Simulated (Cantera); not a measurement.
Input: 1 mol H2S, 0.14 mol O2, held at 2648.15 K and 750 Torr.

Equilibrium computed with Cantera from the NASA thermochemical tables; the gas is ideal and each condensed phase is pure. Candidate condensed phases: H2O, H2SO4, S; 19 gas species. Kinetics and transport are ignored.

Base state: H2 0.439, S2 0.225, H2O 0.116, SH 0.0663, SO 0.0392, S 0.0374, H2S 0.0325, H 0.0308 (mole fractions); condensed: gas only.

**Question.** What changes in the equilibrium state with this change: O2 from 0.14 to 0.018 mol?

**Answer.** 
```
species   before     after
-------  -------  --------
H2         0.439     0.539
S2         0.225     0.246
SH        0.0663    0.0768
H2O        0.116    0.0177
SO        0.0392   0.00507
H2S       0.0325    0.0417
H         0.0308    0.0342
S         0.0374    0.0391
SO2      0.00972  0.000156
O        8.97e-5   1.11e-5
S2O      0.00137  0.000186
```

**Question.** What changes in the equilibrium state with this change: temperature from 2648.15 K to 1873.15 K?

**Answer.** 
```
species   before     after
-------  -------  --------
H2         0.439     0.359
S2         0.225     0.267
H2O        0.116     0.192
H2S       0.0325     0.158
H         0.0308  0.000387
S         0.0374  0.000678
SO        0.0392   0.00233
SH        0.0663    0.0164
O        8.97e-5   1.31e-8
OH       0.00199   1.61e-5
```

**Question.** What changes in the equilibrium state with this change: temperature from 2648.15 K to 2473.15 K?

**Answer.** 
| species | before | after |
|---|---|---|
| H2 | 0.439 | 0.440 |
| S2 | 0.225 | 0.250 |
| H2O | 0.116 | 0.138 |
| S | 0.0374 | 0.0195 |
| H | 0.0308 | 0.0148 |
| SO | 0.0392 | 0.0263 |
| H2S | 0.0325 | 0.0458 |
| SH | 0.0663 | 0.0552 |
| O | 8.97e-5 | 2.07e-5 |
| OH | 0.00199 | 0.000930 |
| SO2 | 0.00972 | 0.00902 |
